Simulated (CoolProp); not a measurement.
A simple Rankine cycle with R1336mzz(E): condensing at 298.15 K, boiler at 0.632 MPa, turbine inlet 352 K, turbine efficiency 0.65, pump efficiency 0.8, no recuperator. Each further row changes one setting.

Values from CoolProp's reference Helmholtz-energy equation of state, Akasaka 2023.

```tsv
case	thermal efficiency (%)	net work (kJ/kg)	heat in (kJ/kg)	turbine exit temperature (K)	volume ratio over the turbine
as stated	6.2	11.5	184	330.6	3.42
turbine inlet 372 K	6.1	12.4	203	351.0	3.35
condensing temperature 290.15 K	7.4	14.3	194	326.3	4.57
boiler pressure 0.442 MPa	4.5	8.39	187	338.0	2.32
turbine efficiency 0.55	5.2	9.63	184	332.7	3.45
```
